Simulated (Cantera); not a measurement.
# n-butane + O₂ (carbon deposition, reforming and gasification)

Feed: 1 mol n-butane, 0.018 mol O₂, held at 1330 Pa.

Cantera equilibrium calculation (NASA polynomials, part measured and part estimated; ideal gas, pure solids and liquids). Candidate condensed phases: C, C₆H₆, C₇H₈, C₈H₁₈, H₂O; 131 gas species. Ions and electrons are included (thermal ionisation). Kinetics and transport are ignored.

From 2000 K to 3000 K the condensed part is C(graphite). From 3250 K to 5000 K nothing is condensed. The main C-bearing gas is CO at 2000 K and C at 5000 K.

```csv
T (K),x H₂,x H,x C,x C₃,x C₂,x C₂H₂ (acetylene),x C₂H,n C(graphite)
2000,0.978,0.0139,2.28e-9,2.08e-9,1.76e-10,0.000751,2.00e-7,3.96
2250,0.928,0.0620,2.73e-7,4.87e-7,4.29e-8,0.00311,8.23e-6,3.93
2500,0.791,0.194,1.25e-5,3.73e-5,3.44e-6,0.00856,0.000150,3.87
2750,0.540,0.436,0.000283,0.00127,0.000122,0.0152,0.00142,3.72
3000,0.253,0.688,0.00380,0.0234,0.00238,0.0158,0.00736,2.92
3250,0.0768,0.770,0.0239,0.0934,0.0142,0.00457,0.0109,0
3500,0.0246,0.802,0.0702,0.0686,0.0244,0.000524,0.00538,0
3750,0.00792,0.772,0.153,0.0328,0.0285,5.09e-5,0.00198,0
4000,0.00284,0.735,0.232,0.00771,0.0191,3.76e-6,0.000476,0
4250,0.00120,0.720,0.266,0.00109,0.00852,2.51e-7,8.78e-5,0
4500,0.000572,0.716,0.277,0.000148,0.00351,1.97e-8,1.67e-5,0
4750,0.000297,0.715,0.280,2.32e-5,0.00152,1.94e-9,3.64e-6,0
5000,0.000164,0.714,0.282,4.30e-6,0.000705,2.39e-10,9.08e-7,0
```
x: gas mole fraction; n: condensed amount in mol.
